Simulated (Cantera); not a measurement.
An adiabatic, constant-volume homogeneous reactor starts with CH4 : C2H6 : O2 : N2 : H2O = 1 : 0.18 : 1.46 : 5.49 : 0.85 (molar parts), equivalence ratio 1.8, at 1050 K and 7.80 atm.

Model: GRI-Mech 3.0 (53 species, 325 reactions), integrated in Cantera.

Predict: time of steepest temperature rise; temperature at 4.00 s; equilibrium temperature; x(CH4) at 4.00 s; x(O2) at 4.00 s; x(NO) at 4.00 s; x(O) at 4.00 s; x(H) at 4.00 s.


* **time of steepest temperature rise**: 7.92 ms
* **temperature at 4.00 s**: 2486 K
* **equilibrium temperature**: 2486 K
* **x(CH4) at 4.00 s**: 1.48e-9 (gas-phase equilibrium 1.65e-9)
* **x(O2) at 4.00 s**: 4.07e-6 (gas-phase equilibrium 4.07e-6)
* **x(NO) at 4.00 s**: 8.16e-5 (gas-phase equilibrium 8.16e-5)
* **x(O) at 4.00 s**: 5.93e-6 (gas-phase equilibrium 5.93e-6)
* **x(H) at 4.00 s**: 0.00181 (gas-phase equilibrium 0.00181)
